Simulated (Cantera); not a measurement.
Input (Python, Cantera) and output of one run.

```python
import numpy as np
import cantera as ct

gas_names = """
    B BH BH2 BH3 BN BO BO2 B2 B2O B2O2 B2O3 B3O3H3 H HBO HBO2 HNO HNO2 HNO3 HO2 H2 H2O H2O2 H3B3O6 N NH
    NH2 NH3 NH2OH NO NO2 NO3 N2 N2H2 N2H4 N2O O OH O2 O3
""".split()
cond_names = """
    B(b) B(L) BN(s) B2O3(L) B3O3H3(cr) H2O(s) H2O(L)
""".split()


# ... load() reads the species with a 1 bar reference pressure and builds the phases ...
atoms = {
    'BN': {'B': 1, 'N': 1},
    'H2O': {'H': 2, 'O': 1},
}
top_T = {'BN(s)': 3200}  # K; cautious upper limits of use, not melting points


# ... equilibrate(T, P, feed) seeds the gas with the atoms and calls Mixture.equilibrate('TP', solver="vcs", rtol=1e-11, max_steps=5000) ...
results = []
feed = {'BN': 1, 'H2O': 0.24}  # mol
T = 848  # K
P = 38  # Pa
mix = equilibrate(T, P, feed)
results.append((T, P, feed, dict(zip(mix.species_names, mix.species_moles))))
print(gas.report(threshold=0.0001))
for i in range(1, mix.n_phases):
    print(f"{mix.phase(i).name:16s} {mix.phase_moles(i):12.5e} mol")
```

Output:

```
       temperature   848 K
          pressure   38 Pa
           density   4.5913e-05 kg/m^3
  mean mol. weight   8.5188 kg/kmol
   phase of matter   gas

                          1 kg             1 kmol
                     ---------------   ---------------
          enthalpy        1.8958e+06         1.615e+07  J
   internal energy        1.0682e+06        9.0996e+06  J
           entropy             28980        2.4688e+05  J/K
    Gibbs function       -2.2679e+07        -1.932e+08  J
 heat capacity c_p            3555.2             30286  J/K
 heat capacity c_v            2579.2             21972  J/K

                      mass frac. Y      mole frac. X     chem. pot. / RT
                     ---------------   ---------------   ---------------
                H2           0.17743           0.74974           -25.275
               H2O        0.00073043         0.0003454           -74.518
                N2           0.82184           0.24991           -33.717
     [  +36 minor]        3.5065e-06        8.0847e-07

B(b)              0.00000e+00 mol
BN(s)             8.40074e-01 mol
B2O3(L)           7.99630e-02 mol
B3O3H3(cr)        0.00000e+00 mol
```

Method: chemical equilibrium by Gibbs-energy minimisation in Cantera with the NASA 1993 tables (ideal gas, pure condensed phases).
